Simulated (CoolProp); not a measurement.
The fluid at 916.49 K and 0.21 MPa flows at 0.11 m/s in a round tube of 50 mm bore and 45 µm roughness, fully developed (64/Re and Nu = 3.66 if laminar; Colebrook and Gnielinski if turbulent). The same conditions are run with several fluids, on thermodynamics alone (safety and materials aside).

Values from CoolProp's reference Helmholtz-energy equation of state of each fluid (nitrogen: Span 2000; carbon dioxide: Span 1996; oxygen: Schmidt 1985; water: Wagner 2002; normal hydrogen: Leachman 2009).

```json
[
 {"fluid": "nitrogen", "Reynolds number": "108", "Darcy friction factor": "0.592", "pressure drop (Pa/m)": "0.0553", "heat-transfer coefficient (W/(m² K))": "4.49", "mass flow (kg/h)": "0.600"},
 {"fluid": "carbon dioxide", "Reynolds number": "172", "Darcy friction factor": "0.371", "pressure drop (Pa/m)": "0.0544", "heat-transfer coefficient (W/(m² K))": "4.76", "mass flow (kg/h)": "0.943"},
 {"fluid": "oxygen", "Reynolds number": "105", "Darcy friction factor": "0.612", "pressure drop (Pa/m)": "0.0653", "heat-transfer coefficient (W/(m² K))": "4.89", "mass flow (kg/h)": "0.685"},
 {"fluid": "water", "Reynolds number": "79.6", "Darcy friction factor": "0.804", "pressure drop (Pa/m)": "0.0484", "heat-transfer coefficient (W/(m² K))": "6.21", "mass flow (kg/h)": "0.386"},
 {"fluid": "normal hydrogen", "Reynolds number": "15.7", "Darcy friction factor": "4.08", "pressure drop (Pa/m)": "0.0274", "heat-transfer coefficient (W/(m² K))": "31.3", "mass flow (kg/h)": "0.0432"}
]
```

Above 300 K oxygen's equation is extrapolated.

Transport values come from each fluid's own correlations.
